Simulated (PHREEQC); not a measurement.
**Metal-bearing waste water with copper plating or etch bath**

Solution A (0.02 mol ZnSO4 and 0.14 mol NaF per kg of water) is mixed with solution B (34 mmol/kgw Cu(NO3)2, 0.76 mmol/kgw H2SO4 and 9.9 mmol/kgw NaCl) at 25 °C; shares are by mass of water, 1 kg in all. Oxygen is held at 0.21 atm. CO2 from the air is kept out. Only these solids could form: Cu(OH)2, Brochantite, Antlerite, Atacamite, Cu2(OH)3NO3, Zn(OH)2-e, Zn4(OH)6SO4, Zn5(OH)8Cl2, Halite, Mirabilite, Chalcanthite, Goslarite, CuF2:2H2O, ZnF2.

The series has 11 steps of share of solution B, from 0 to 1.

Model: ion-association model, wateq4f.dat, run in PHREEQC.

Problem. Which solids form, in which order, and at which step of the series does each first stand?

Solution. Zn4(OH)6SO4 from the start (pH 6.77), last present at share of solution B = 0; Antlerite from share of solution B = 0.1 (pH 5.18), last present at share of solution B = 0.7.

Complexes and solids missing from the database can't appear.
